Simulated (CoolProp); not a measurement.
Vapour-liquid equilibrium of R22 (1) + R115 (2) at 47.75 °C; x and y are mole fractions of (1).

Model: multi-fluid Helmholtz-energy mixture model, Kamei 1995 and Lemmon 2016; pair parameters Bell 2016, in CoolProp.

| x | bubble pressure, mixture model (MPa) | bubble pressure, Raoult's law (MPa) | y, mixture model | y, Raoult's law |
|---|---|---|---|---|
| 0.05 | 1.661 | 1.587 | 0.079 | 0.058 |
| 0.15 | 1.791 | 1.614 | 0.203 | 0.171 |
| 0.25 | 1.876 | 1.641 | 0.301 | 0.281 |
| 0.35 | 1.931 | 1.668 | 0.387 | 0.387 |
| 0.45 | 1.962 | 1.695 | 0.469 | 0.490 |
| 0.55 | 1.973 | 1.722 | 0.552 | 0.589 |
| 0.65 | 1.967 | 1.749 | 0.638 | 0.685 |
| 0.75 | 1.945 | 1.777 | 0.731 | 0.779 |
| 0.85 | 1.911 | 1.804 | 0.832 | 0.869 |
| 0.95 | 1.868 | 1.831 | 0.942 | 0.957 |

The largest gap from Raoult's law is +15.8 % in bubble pressure, at x = 0.35. y crosses x between x = 0.55 and 0.65: the model has an azeotrope there.

Pair parameters are fitted to limited data, so mixtures are less certain than the pure fluids.
